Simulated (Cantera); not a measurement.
Cantera with NASA thermochemical tables; ideal gases at 1 bar, condensed phases pure. Values are per mole of reaction as written; species without (g) are pure solids or liquids, kept so even where they would boil at 1 bar.

6 N2(g) + 10 O3(g) + 12 PH3(g) = 12 NH3(g) + 3 P4O10

| T (K) | ΔH° (kJ) | ΔS° (J/K) | ΔG° (kJ) | log10 K |
|---|---|---|---|---|
| 425 | -11051.8 | -3029.5 | -9764.2 | 1200.05 |
| 450 | -11048.0 | -3020.8 | -9688.6 | 1124.60 |
| 475 | -11043.7 | -3011.6 | -9613.2 | 1057.12 |
| 500 | -11039.1 | -3002.1 | -9538.0 | 996.41 |
| 525 | ? | ? | ? | ? |
| 550 | ? | ? | ? | ? |
| 575 | -11022.8 | -2971.8 | -9314.0 | 846.10 |
| 600 | -11016.6 | -2961.2 | -9239.9 | 804.38 |
| 625 | -11010.0 | -2950.5 | -9166.0 | 766.03 |

Task: Fill in the missing entries.

Result: 
- 525, ΔH° (kJ): -11034.0
- 525, ΔS° (J/K): -2992.2
- 525, ΔG° (kJ): -9463.1
- 525, log10 K: 941.51
- 550, ΔH° (kJ): -11028.6
- 550, ΔS° (J/K): -2982.1
- 550, ΔG° (kJ): -9388.4
- 550, log10 K: 891.62
